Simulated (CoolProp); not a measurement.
Methanol at 293.15 K and 0.00589 MPa is throttled through a valve to 0.00411 MPa with no heat exchange. Each further row changes one setting.

Computed with CoolProp (reference Helmholtz-energy equation of state, de Reuck 1993).

| case | temperature change (K) | final density (kg/m³) |
|---|---|---|
| as stated | ___ | ___ |
| outlet pressure 0.00123 MPa | -2.2 | ___ |
| outlet pressure 0.00534 MPa | ___ | 0.0706 |

Some entries are withheld; supply them.


- as stated, temperature change (K): -1.0
- as stated, final density (kg/m³): 0.0544
- outlet pressure 0.00123 MPa, final density (kg/m³): 0.0163
- outlet pressure 0.00534 MPa, temperature change (K): -0.3
